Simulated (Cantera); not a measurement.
Silicon epitaxy and polysilicon growth: Si2H6 + HCl + H2

Charge: 1 mol Si2H6, a varied amount of HCl, 78 mol H2, equilibrated at 1600 K and 133 Pa.

Equilibrium computed with Cantera from the NASA thermochemical tables; the gas is ideal and each condensed phase is pure. Candidate condensed phases: Si; 19 gas species. The feed counts by its element totals alone. The tables' values for SiCl are old estimates; treat these amounts as uncertain. Equilibrium is a limit: real reactors are often held back by kinetics, nucleation or transport.

From 0.028 mol HCl to 1.6 mol HCl the condensed part is Si(s). The main Si-bearing gas is Si at 0.028 mol HCl and SiCl2 at 1.6 mol HCl.

```tsv
n(HCl) (mol)	log p H2	log p HCl	log p H	log p SiCl2	n Si(s)
0.028	-2.88	-6.34	-5.70	-9.26	1.99
0.046	-2.88	-6.12	-5.70	-8.83	1.99
0.076	-2.88	-5.91	-5.70	-8.40	1.99
0.13	-2.88	-5.68	-5.70	-7.94	1.99
0.21	-2.88	-5.47	-5.70	-7.53	1.99
0.35	-2.88	-5.25	-5.70	-7.09	1.99
0.59	-2.88	-5.04	-5.70	-6.66	1.98
0.98	-2.88	-4.83	-5.71	-6.24	1.96
1.6	-2.88	-4.64	-5.71	-5.86	1.91
```
log p: log10 of the partial pressure in bar; n: condensed amount in mol.
